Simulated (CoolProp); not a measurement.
Water along the isotherm 266.15 °C: fugacity coefficient from the reference equation and from simpler models built on Tc = 373.9 °C, pc = 220.6 bar, ω = 0.344; each cubic takes its own stable root.

Computed with CoolProp (reference Helmholtz-energy equation of state, Wagner 2002).

```
p (bar)   phase  reference
-------  ------  ---------
46          gas     0.8552
91.9     liquid     0.4809
138      liquid     0.3280
184      liquid     0.2518
230      liquid     0.2062
276      liquid     0.1758
322      liquid     0.1542
368      liquid     0.1381
414      liquid     0.1256
460      liquid     0.1156
506      liquid     0.1075
552      liquid     0.1007
```

Question: How far does each simpler model (van der Waals, Redlich-Kwong, Soave-Redlich-Kwong) lie from the reference over these 12 states: mean and median of the absolute difference, and the worst?

Answer: 
- van der Waals: mean 94.4 %, median 101.1 %, worst +128.0 % at 266.15 °C and 552 bar
- Redlich-Kwong: mean 39.9 %, median 42.5 %, worst +51.1 % at 266.15 °C and 552 bar
- Soave-Redlich-Kwong: mean 9.9 %, median 10.2 %, worst +15.9 % at 266.15 °C and 552 bar

At some of these states van der Waals gives the other phase, because its saturation line lies elsewhere.
